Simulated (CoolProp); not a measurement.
Vapour-liquid equilibrium of propane (1) + n-butane (2) at 0.74 bar; x and y are mole fractions of (1).

Model: multi-fluid Helmholtz-energy mixture model, Lemmon 2009 and Bücker 2006; pair parameters Kunz 2012, in CoolProp.

| x | bubble temperature, mixture model (°C) | bubble temperature, Raoult's law (°C) | y, mixture model | y, Raoult's law |
|---|---|---|---|---|
| 0.05 | -12.7 | -13.0 | 0.198 | 0.211 |
| 0.15 | -19.9 | -20.4 | 0.471 | 0.489 |
| 0.25 | -25.8 | -26.2 | 0.642 | 0.656 |
| 0.35 | -30.6 | -31.0 | 0.753 | 0.764 |
| 0.45 | -34.7 | -34.9 | 0.829 | 0.837 |
| 0.55 | -38.1 | -38.3 | 0.883 | 0.888 |
| 0.65 | -41.1 | -41.2 | 0.922 | 0.926 |
| 0.75 | -43.7 | -43.8 | 0.952 | 0.954 |
| 0.85 | -46.0 | -46.0 | 0.974 | 0.976 |
| 0.95 | -48.0 | -48.1 | 0.992 | 0.993 |

The largest gap from Raoult's law is +0.5 K in bubble temperature, at x = 0.15. No azeotrope shows between x = 0.05 and 0.95.

The pair parameters rest on a limited set of measurements; away from them the model extrapolates.
